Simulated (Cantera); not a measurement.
Input: 1 mol B2H6, 18 mol H2O, held at 40.0 mbar.

Equilibrium computed with Cantera from the NASA thermochemical tables; the gas is ideal and each condensed phase is pure. Candidate condensed phases: B, B2O3, B3O3H3, H2O; 23 gas species. The feed counts by its element totals alone. Gases not in the tables: H3BO3. The numbers say what is thermodynamically allowed, not how fast it happens. All values below are at 852 °C.

Base state: H2O 0.711, H2 0.286, (HBO2)3 0.00188, HBO2 0.00112 (mole fractions); condensed: B2O3(l).

**Question.** What changes in the equilibrium state with this change: pressure from 40.0 mbar to 1.33 mbar?

**Answer.** 
| species | before | after |
|---|---|---|
| H2O | 0.711 | 0.709 |
| H2 | 0.286 | 0.285 |
| HBO2 | 0.00112 | 0.00611 |
| (HBO2)3 | 0.00188 | 0.000342 |
| B2O3(l), mol | 0.929 | 0.925 |
